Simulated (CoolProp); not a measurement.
Vapour-liquid equilibrium of propylene (1) + propane (2) at -78.05 °C; x and y are mole fractions of (1).

The numbers come from the multi-fluid Helmholtz-energy mixture model, Lemmon 2013 and Lemmon 2009; pair parameters Bell 2016 in CoolProp.

```tsv
x	bubble pressure (bar)	y at the bubble point	dew pressure at overall composition x (bar)	liquid density (mol/L)
0.05	0.1522	0.074	0.1509	14.13
0.2	0.1628	0.267	0.1591	14.31
0.35	0.1719	0.429	0.1675	14.49
0.5	0.1797	0.571	0.1758	14.68
0.65	0.1863	0.703	0.1837	14.87
0.8	0.1920	0.830	0.1907	15.08
0.95	0.1966	0.957	0.1964	15.29
```

No azeotrope shows between x = 0.05 and 0.95.

The pair parameters rest on a limited set of measurements; away from them the model extrapolates.
